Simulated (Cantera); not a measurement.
Ignition delay

Mixture: 9.51 % CH₄, 19.0 % O₂, 71.5 % N₂, at 4050 Torr, adiabatic and at constant pressure. Ignition delay is the time to a rise of 400 K.

Cantera simulation using GRI-Mech 3.0 (53 species, 325 reactions); the numbers are that mechanism's predictions, not measurements.

| T0 (K) | delay (ms) |
|---|---|
| 1000 | 166 |
| 1075 | 51.2 |
| 1150 | 17.8 |
| 1225 | 6.72 |
| 1300 | 2.71 |
| 1375 | 1.16 |
| 1450 | 0.522 |
| 1525 | 0.248 |

The apparent activation energy between 1375 and 1525 K is 180 kJ/mol.
